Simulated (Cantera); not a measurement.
Input: 1 mol C₆H₆, 1.4 mol CO₂, 0.51 mol N₂, equilibrated at 110000 Pa.

Equilibrium computed with Cantera from the NASA thermochemical tables; the gas is ideal and each condensed phase is pure. Candidate condensed phases: C, C₆H₆, C₇H₈, C₈H₁₈, H₂O; 136 gas species. Kinetics and transport are ignored.

At 1300 K, list the 6 most abundant gas species with their mole fractions, and the condensed phases.

H₂ 0.472, CO 0.442, N₂ 0.0812, H₂O 0.00209, CH₄ 0.00193, CO₂ 0.00111. Condensed: C(graphite).
